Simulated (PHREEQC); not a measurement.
Consider water at 55 °C with 56 mmol/kgw HF and 0.12 mmol/kgw (NH4)2SiF6. Closed to the air; pH follows from the charge balance.

The numbers come from PHREEQC with the ion-association model, phreeqc.dat.

Precipitation was switched off in this run.

Problem. Order these F species by the share of F that they hold, largest first: HF2-, HF, SiF6-2, F-.

Solution. HF (88 %), F- (7.5 %), HF2- (3.3 %), SiF6-2 (1.3 %)

The pH is 2.32 and the ionic strength 0.00555 mol/kgw. Away from 25 °C the constants follow the database's enthalpies or fits; those with neither stay at their 25 °C values. SiF6-2 is the database's only silicon fluoride.
